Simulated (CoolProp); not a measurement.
Computed with CoolProp (reference Helmholtz-energy equation of state, Thol 2018).

Problem. For hydrogen chloride, give the phase and the cp (kJ/(kg K)), cv (kJ/(kg K)) at 418.1 K and 0.0157 MPa.

Solution. 
- 418.1 K and 0.0157 MPa: gas; cp 0.801, cv 0.572
